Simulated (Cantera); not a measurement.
Feed: 1 mol SiF4, 28 mol N2, held at 1227 °C and 1000 Pa.

Method: chemical equilibrium by Gibbs-energy minimisation in Cantera with the NASA 1993 tables (ideal gas, pure condensed phases). Candidate condensed phases: Si, Si3N4; 16 gas species. Kinetics and transport are ignored.

Task: What is the equilibrium state?

Result: 
- x(N2): 0.966
- x(SiF4): 0.0345
- gas amount: 29.00 mol
- log10 activity of Si(s) (absent): -17.91
